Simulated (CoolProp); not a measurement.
Properties of CH3F (R41) along the isobar 101 kPa.

Model: reference Helmholtz-energy equation of state, Lemmon 2006, in CoolProp. It is a short technical equation, of lower accuracy than the large ones.

```tsv
T (°C)	phase	Z	expansivity (1/kK)	fugacity coefficient
-31.15	gas	0.9827	4.403	0.9830
-25.65	gas	0.9841	4.280	0.9843
-20.15	gas	0.9853	4.165	0.9855
-14.65	gas	0.9864	4.058	0.9866
-9.05	gas	0.9874	3.957	0.9875
-3.55	gas	0.9883	3.862	0.9884
1.95	gas	0.9891	3.774	0.9892
7.55	gas	0.9898	3.688	0.9899
13.05	gas	0.9904	3.609	0.9905
18.55	gas	0.9910	3.533	0.9911
24.15	gas	0.9916	3.459	0.9917
29.65	gas	0.9921	3.391	0.9921
35.15	gas	0.9926	3.325	0.9926
40.75	gas	0.9930	3.261	0.9930
46.25	gas	0.9934	3.200	0.9934
51.75	gas	0.9937	3.142	0.9938
```
